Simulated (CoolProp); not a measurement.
Vapour-liquid equilibrium of n-hexane (1) + ethylbenzene (2) at 162.35 °C; x and y are mole fractions of (1).

Computed with CoolProp (multi-fluid Helmholtz-energy mixture model, Thol 2019 and Zhou 2012; pair parameters Bell 2016).

```json
[
 {"x": "0.05", "bubble pressure (MPa)": "0.2402", "y at the bubble point": "0.215", "dew pressure at overall composition x (MPa)": "0.2039", "liquid density (mol/L)": "6.868"},
 {"x": "0.125", "bubble pressure (MPa)": "0.3047", "y at the bubble point": "0.414", "dew pressure at overall composition x (MPa)": "0.2190", "liquid density (mol/L)": "6.804"},
 {"x": "0.2", "bubble pressure (MPa)": "0.3655", "y at the bubble point": "0.540", "dew pressure at overall composition x (MPa)": "0.2364", "liquid density (mol/L)": "6.738"},
 {"x": "0.275", "bubble pressure (MPa)": "0.4235", "y at the bubble point": "0.628", "dew pressure at overall composition x (MPa)": "0.2567", "liquid density (mol/L)": "6.669"},
 {"x": "0.35", "bubble pressure (MPa)": "0.4791", "y at the bubble point": "0.695", "dew pressure at overall composition x (MPa)": "0.2806", "liquid density (mol/L)": "6.598"},
 {"x": "0.425", "bubble pressure (MPa)": "0.5330", "y at the bubble point": "0.748", "dew pressure at overall composition x (MPa)": "0.3092", "liquid density (mol/L)": "6.524"},
 {"x": "0.5", "bubble pressure (MPa)": "0.5858", "y at the bubble point": "0.792", "dew pressure at overall composition x (MPa)": "0.3439", "liquid density (mol/L)": "6.447"},
 {"x": "0.575", "bubble pressure (MPa)": "0.6381", "y at the bubble point": "0.831", "dew pressure at overall composition x (MPa)": "0.3866", "liquid density (mol/L)": "6.367"},
 {"x": "0.65", "bubble pressure (MPa)": "0.6904", "y at the bubble point": "0.865", "dew pressure at overall composition x (MPa)": "0.4402", "liquid density (mol/L)": "6.284"},
 {"x": "0.725", "bubble pressure (MPa)": "0.7433", "y at the bubble point": "0.896", "dew pressure at overall composition x (MPa)": "0.5083", "liquid density (mol/L)": "6.197"},
 {"x": "0.8", "bubble pressure (MPa)": "0.7974", "y at the bubble point": "0.925", "dew pressure at overall composition x (MPa)": "0.5957", "liquid density (mol/L)": "6.105"},
 {"x": "0.875", "bubble pressure (MPa)": "0.8533", "y at the bubble point": "0.954", "dew pressure at overall composition x (MPa)": "0.7073", "liquid density (mol/L)": "6.009"},
 {"x": "0.95", "bubble pressure (MPa)": "0.9115", "y at the bubble point": "0.981", "dew pressure at overall composition x (MPa)": "0.8458", "liquid density (mol/L)": "5.907"}
]
```

No azeotrope shows between x = 0.05 and 0.95.

The pair parameters rest on a limited set of measurements; away from them the model extrapolates. The gap from Raoult's law changes sign with composition, which may be real or a fault of the pair parameters; it wasn't checked against measurements.
